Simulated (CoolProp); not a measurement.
Properties of cis-2-butene along the isotherm 442.2 K (Tc = 435.8 K, pc = 4.236 MPa, ω = 0.202).

The numbers come from the reference Helmholtz-energy equation of state, Lemmon 2005 in CoolProp. It is a short technical equation, of lower accuracy than the large ones.

```
p (MPa)          phase  density (kg/m³)  cp (kJ/(kg K))  cv (kJ/(kg K))  speed of sound (m/s)  Joule-Thomson coefficient (K/MPa)  fugacity coefficient
-------  -------------  ---------------  --------------  --------------  --------------------  ---------------------------------  --------------------
0.706              gas            11.43           2.062           1.869                 253.1                              8.997                0.9452
1.41               gas            24.45           2.155           1.895                 238.8                              9.738                0.8914
2.12               gas            39.97           2.295           1.927                 222.5                              10.68                0.8377
2.82               gas            58.96           2.530           1.967                 204.1                              11.89                0.7851
3.53               gas            85.28           3.037           2.023                 181.8                              13.56                0.7314
4.24     supercritical            131.6           5.106           2.125                 153.1                              15.80                0.6760
4.94     supercritical            313.5           8.343           2.131                 170.7                              6.960                0.6128
5.65     supercritical            360.4           4.584           2.059                 241.8                              3.341                0.5530
6.35     supercritical            381.1           3.905           2.035                 285.9                              2.289                0.5064
7.06     supercritical            395.3           3.591           2.022                 320.3                              1.737                0.4684
7.77     supercritical            406.3           3.404           2.013                 349.0                              1.390                0.4372
8.47     supercritical            415.2           3.279           2.007                 373.6                              1.151                0.4117
9.18     supercritical            422.9           3.186           2.002                 395.9                             0.9691                0.3898
9.88     supercritical            429.6           3.115           1.998                 415.9                             0.8291                0.3714
10.6     supercritical            435.8           3.056           1.995                 434.9                             0.7129                0.3550
```

The peak of cp marks the crossing from liquid-like to gas-like fluid above the critical point.
